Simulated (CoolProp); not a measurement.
Oxygen at 293.15 K and 0.332 MPa flows at 1.8 m/s in a round tube of 12.7 mm bore and 45 µm roughness, fully developed (64/Re and Nu = 3.66 if laminar; Colebrook and Gnielinski if turbulent). Each further row changes one setting.

The numbers come from the reference Helmholtz-energy equation of state, Schmidt 1985 in CoolProp.

```tsv
case	Reynolds number	Darcy friction factor	pressure drop (Pa/m)	heat-transfer coefficient (W/(m² K))	mass flow (kg/h)
as stated	4910	0.0413	23.0	36.4	3.59
velocity 3.6 m/s	9830	0.0359	80.1	70.4	7.17
diameter 25.4 mm	9830	0.0336	9.36	32.7	14.3
```

Viscosity comes from a separate model (Lemmon 2004). Thermal conductivity comes from a separate model (Lemmon 2004).
